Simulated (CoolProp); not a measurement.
Vapour-liquid equilibrium of carbonyl sulfide (1) + propane (2) at 0.136 MPa; x and y are mole fractions of (1).

Model: multi-fluid Helmholtz-energy mixture model, Lemmon 2006 and Lemmon 2009; pair parameters Bell 2016, in CoolProp.

```csv
x,"bubble temperature, mixture model (°C)","bubble temperature, Raoult's law (°C)","y, mixture model","y, Raoult's law"
0.05,-36.0,-35.7,0.077,0.070
0.15,-37.2,-36.7,0.210,0.201
0.25,-38.2,-37.6,0.325,0.322
0.35,-39.1,-38.5,0.429,0.434
0.45,-39.8,-39.4,0.527,0.538
0.55,-40.6,-40.2,0.622,0.636
0.65,-41.2,-41.0,0.713,0.726
0.75,-41.9,-41.8,0.801,0.811
0.85,-42.6,-42.5,0.885,0.890
0.95,-43.3,-43.2,0.963,0.965
```

The largest gap from Raoult's law is -0.6 K in bubble temperature, at x = 0.25. No azeotrope shows between x = 0.05 and 0.95.

Pair parameters are fitted to limited data, so mixtures are less certain than the pure fluids.
